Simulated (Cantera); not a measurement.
Input: 1 mol SiCl₄, 0.5 mol HCl, 0.9 mol H₂, equilibrated at 16.0 bar.

Cantera equilibrium calculation (NASA polynomials, part measured and part estimated; ideal gas, pure solids and liquids). Candidate condensed phases: Si; 19 gas species. The tables' values for SiCl₃ are old estimates; treat these amounts as uncertain. The numbers say what is thermodynamically allowed, not how fast it happens.

Q: At 950 K, list the 4 most abundant gas species with their mole fractions, and the condensed phases.

A: SiCl₄ 0.413, H₂ 0.372, HCl 0.212, SiHCl₃ 0.00333. Condensed: gas only.
